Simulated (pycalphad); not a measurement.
**Phase fractions of Si-1.035Cu (wt.%)**

Computed with pycalphad from the COST 507 light-alloy database (1999), at 1 atm. These are 1990s assessments: newer ones move some temperatures and phases. Amounts are mole fractions of atoms. Kinetics are ignored, which matters at the lower temperatures.

```
T (°C)  LIQUID  DIAMOND_A4  CU19SI6_ETA
------  ------  ----------  -----------
1427     1.000           -            -
1352     0.041       0.959            -
1277     0.021       0.979            -
1202         …           …            -
1127     0.011       0.989            -
1052     0.009       0.991            -
977      0.008       0.992            -
902      0.007       0.993            -
827      0.007       0.993            -
752          -       0.994        0.006
677          -       0.994        0.006
602          -       0.994        0.006
527          -       0.994        0.006
452          -       0.994        0.006
377          -       0.994        0.006
302          -       0.994        0.006
227          -       0.994        0.006
```

### Question
Some entries are withheld; supply them.

### Answer

- 1202, LIQUID: 0.014
- 1202, DIAMOND_A4: 0.986

Database names, with the compositions (at.%) that they take in these runs: CU19SI6_ETA: Cu 76 Si 24. DIAMOND_A4 is diamond (Si).
